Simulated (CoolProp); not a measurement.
The fluid at 298.15 K and 15.4 MPa is compressed adiabatically to 86.5 MPa with isentropic efficiency 0.85. The same conditions are run with several fluids, on thermodynamics alone (safety and materials aside).

Model: reference Helmholtz-energy equation of state of each fluid (methane: Setzmann 1991; dry air: Lemmon 2000; ethylene: Smukala 2000), in CoolProp. Blends and air are pseudo-pure fits.

```csv
fluid,work (kJ/kg),final temperature (K),final density (kg/m³)
methane,422,448.5,248
dry air,276,520.4,389
ethylene,192,364.6,466
```
